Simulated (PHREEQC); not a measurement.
A made-up water analysis in mg/kgw, 68 °C, pH 6.23, pe 12.5:

```
constituent          mg/kgw
------------------  -------
Na                     5.83
K                     0.332
Ca                     4.85
Mg                     2.74
Cl                     21.3
S(6) as SO4             3.2
Alkalinity as HCO3     3.59
Cu(2)               0.00774
F                   0.00259
```

Valence states are taken as typed.

Equilibrium calculation in PHREEQC: ion-association model, phreeqc.dat.

Precipitation was switched off in this run.

What activity of water does the model give?

activity of water 0.791.

In which forms is F present?

F- 99 %, MgF+ 1.2 % of the F.

At this temperature some constants are extrapolated from 25 °C, and those without enthalpy data are left unchanged.
